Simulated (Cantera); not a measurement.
## Iron carbonyl, mercury and lead vapours: Pb + CO + N2 + H2

Feed: 1 mol Pb, a varied amount of CO, 2.6 mol N2, 0.17 mol H2, held at 0.140 bar.

Method: chemical equilibrium by Gibbs-energy minimisation in Cantera with the NASA 1993 tables (ideal gas, pure condensed phases). Candidate condensed phases: C, C6H6, C7H8, C8H18, H2O, Pb, PbO, PbO2, Pb3O4; 139 gas species. Equilibrium is a limit: real reactors are often held back by kinetics, nucleation or transport.

Stable condensed phases:

```
T in K \ n(CO) in mol
           1 1.4 1.7 2.1 2.4 2.8 3.2 3.5 3.9 4.3 4.6   5 5.3
   1475    A   A   A   A   A   A   A   A   B   B   B   B   B
   1425    A   A   A   A   A   A   A   A   A   A   A   A   A
   1375    A   A   A   A   A   A   A   C   C   C   C   C   C
   1325    A   A   C   C   C   C   C   C   C   C   C   C   C
   1275    C   C   C   C   C   C   C   C   C   C   C   C   C
   1225    C   C   C   C   C   C   C   C   C   C   C   C   C
   1175    C   C   C   C   C   C   C   C   C   C   C   C   C
   1125    C   C   C   C   C   C   C   C   C   C   C   C   C
   1075    C   C   C   C   C   C   C   C   C   C   C   C   C
   1025    C   C   C   C   C   C   C   C   C   C   C   C   C
```

A: Pb; B: gas only; C: C + Pb.
